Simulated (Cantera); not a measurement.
A Cantera script and its output.

```python
import numpy as np
import cantera as ct

gas = ct.Solution("h2o2.yaml")
gas.TPX = 950, 100000, {'H2': 1.4, 'O2': 1.4, 'N2': 6.7}
reactor = ct.IdealGasConstPressureReactor(gas, energy="off", clone=False)
net = ct.ReactorNet([reactor])
net.rtol, net.atol = 1e-08, 1e-18
show = ['H2', 'O2', 'H', 'H2O2', 'O']
times = np.geomspace(1e-05, 200, 12)

steps = ct.SolutionArray(gas, extra=["t"])
rows = []
print(f"{'t/s':>10s}{'T/K':>9s}{'P/Pa':>11s}" + "".join(f"{s:>11s}" for s in show))
for t in times:
    while net.time < t:
        t_next = net.step()
        steps.append(gas.state, t=t_next)
    rows.append([np.interp(t, steps.t, y) for y in (steps.T, steps.P, *steps(*show).X.T)])
    print(f"{t:10.3e}{rows[-1][0]:9.1f}{rows[-1][1]:11.4g}" + "".join(f"{x:11.3e}" for x in rows[-1][2:]))
rate = np.gradient(steps.T, steps.t)
print("integrator steps:", len(steps.t))
if steps.T.max() > steps.T[0] + 200:
    print(f"time of steepest temperature rise: {steps.t[rate.argmax()]:.4e} s")
gas.TPX = 950, 100000, {'H2': 1.4, 'O2': 1.4, 'N2': 6.7}
gas.equilibrate("TP")
print(f"equilibrium (TP): T = {gas.T:.1f} K  " + "  ".join(f"{s} {gas[s].X[0]:.3e}" for s in show))
```

It prints:

```
       t/s      T/K       P/Pa         H2         O2          H       H2O2          O
 1.000e-05    950.0      1e+05  1.474e-01  1.474e-01  2.695e-11  1.500e-14  3.902e-12
 4.610e-05    950.0      1e+05  1.474e-01  1.474e-01  1.025e-10  5.496e-13  1.996e-11
 2.125e-04    950.0      1e+05  1.474e-01  1.474e-01  3.015e-10  2.816e-11  6.221e-11
 9.799e-04    950.0      1e+05  1.474e-01  1.474e-01  6.567e-10  1.310e-09  1.363e-10
 4.518e-03    950.0      1e+05  1.474e-01  1.474e-01  9.333e-09  1.138e-07  1.937e-09
 2.083e-02    950.0      1e+05  9.684e-02  1.240e-01  3.654e-07  2.100e-04  9.310e-08
 9.602e-02    950.0      1e+05  8.142e-02  1.167e-01  8.631e-07  6.282e-04  2.323e-07
 4.427e-01    950.0      1e+05  3.097e-02  9.360e-02  3.411e-07  3.516e-04  1.715e-07
 2.041e+00    950.0      1e+05  7.534e-04  7.989e-02  4.458e-09  5.763e-06  2.282e-08
 9.410e+00    950.0      1e+05  4.074e-05  7.956e-02  3.479e-11  4.106e-08  2.997e-10
 4.338e+01    950.0      1e+05  2.545e-06  7.955e-02  9.488e-13  7.088e-10  8.615e-12
 2.000e+02    950.0      1e+05  1.138e-11  7.955e-02  1.840e-15  5.667e-11  7.900e-12
integrator steps: 3105
equilibrium (TP): T = 950.0 K  H2 1.034e-11  O2 7.955e-02  H 1.801e-15  H2O2 6.445e-11  O 9.022e-12
```

Cantera simulation using the H2/O2 subset of GRI-Mech 3.0, which has no nitrogen chemistry; the numbers are that mechanism's predictions, not measurements. The temperature is held fixed by assumption; the heat of reaction is taken as removed at once.
